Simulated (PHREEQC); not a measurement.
Solution (25 °C): 0.27 mol/kgw NH4HSO4, 0.13 mol/kgw H2SiF6 and 0.0022 mol/kgw HCl. Closed to the air; pH follows from the charge balance.

The numbers come from PHREEQC with the ion-association model, wateq4f.dat.

No solid was allowed to form.

Q: Estimate the pH, activity of water, ionic strength.

A: pH 0.63; activity of water 0.983; ionic strength 0.724 mol/kgw.

Q: In which forms is Si present?

A: SiF6-2 99 %, H4SiO4 1.5 % of the Si.

Saturation is exceeded, for instance for SiO2(a), Quartz (slow to form); the values hold only as long as no solid forms. Caution: at this ionic strength the ion-association model is outside its range; a Pitzer model would be the better tool where its parameters exist. SiF6-2 is the database's only silicon fluoride.
